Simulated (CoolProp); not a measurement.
Model: reference Helmholtz-energy equation of state, Thol 2017, in CoolProp.

Give the vapour pressure (MPa), liquid density (kg/m³), vapour density (kg/m³) of saturated octamethyltrisiloxane (MDM) at 3.05 °C.


```tsv
T (°C)	p (MPa)	liquid density (kg/m³)	vapour density (kg/m³)
3.05	0.000102	837	0.0106
```
